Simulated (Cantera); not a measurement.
**Hydrocarbon pyrolysis for carbon deposition**

An isothermal, constant-pressure homogeneous reactor starts with C2H6 : N2 = 1 : 15 (molar parts), at 1648 K and 0.370 bar.

Cantera simulation using GRI-Mech 3.0 (53 species, 325 reactions); the numbers are that mechanism's predictions, not measurements. GRI-Mech 3.0 stops at C3 and has no aromatics, soot or wall deposition, so with more carbon than oxygen in the feed, carbon stays in small species such as C2H2 where larger ones or solid carbon would form.

```json
[
 {"t (s)": "7.00e-6", "x C2H6": "0.0607", "x CH3": "0.00255", "x H": "3.13e-5", "x HCN": "3.69e-10", "x C2H2": "7.59e-8", "x H2": "0.000180"},
 {"t (s)": "2.34e-5", "x C2H6": "0.0528", "x CH3": "0.00596", "x H": "0.000171", "x HCN": "1.31e-7", "x C2H2": "5.01e-5", "x H2": "0.00423"},
 {"t (s)": "7.80e-5", "x C2H6": "0.0263", "x CH3": "0.00615", "x H": "0.000280", "x HCN": "7.97e-7", "x C2H2": "0.00268", "x H2": "0.0248"},
 {"t (s)": "0.000260", "x C2H6": "0.00251", "x CH3": "0.00196", "x H": "0.000261", "x HCN": "1.48e-6", "x C2H2": "0.0192", "x H2": "0.0557"},
 {"t (s)": "0.000868", "x C2H6": "9.45e-5", "x CH3": "0.000421", "x H": "8.31e-5", "x HCN": "1.61e-6", "x C2H2": "0.0351", "x H2": "0.0732"},
 {"t (s)": "0.00290", "x C2H6": "1.36e-5", "x CH3": "0.000166", "x H": "3.64e-5", "x HCN": "1.61e-6", "x C2H2": "0.0428", "x H2": "0.0810"},
 {"t (s)": "0.00967", "x C2H6": "9.29e-6", "x CH3": "0.000141", "x H": "3.35e-5", "x HCN": "1.61e-6", "x C2H2": "0.0469", "x H2": "0.0855"},
 {"t (s)": "0.0323", "x C2H6": "7.75e-6", "x CH3": "0.000129", "x H": "3.51e-5", "x HCN": "1.63e-6", "x C2H2": "0.0481", "x H2": "0.0883"},
 {"t (s)": "0.108", "x C2H6": "4.46e-6", "x CH3": "9.91e-5", "x H": "3.81e-5", "x HCN": "1.70e-6", "x C2H2": "0.0499", "x H2": "0.0940"},
 {"t (s)": "0.359", "x C2H6": "1.30e-6", "x CH3": "5.44e-5", "x H": "4.30e-5", "x HCN": "1.85e-6", "x C2H2": "0.0525", "x H2": "0.102"},
 {"t (s)": "1.20", "x C2H6": "1.94e-7", "x CH3": "2.10e-5", "x H": "4.70e-5", "x HCN": "2.10e-6", "x C2H2": "0.0543", "x H2": "0.108"},
 {"t (s)": "4.00", "x C2H6": "3.40e-8", "x CH3": "7.98e-6", "x H": "4.86e-5", "x HCN": "2.41e-6", "x C2H2": "0.0550", "x H2": "0.110"}
]
```
x: mole fraction; the columns are a selection and need not sum to one.

Equilibrium at this temperature and pressure: C2H6 7.63e-9, CH3 3.44e-6, H 4.90e-5, HCN 0.0705, C2H2 0.0201, H2 0.110 (gas phase only).
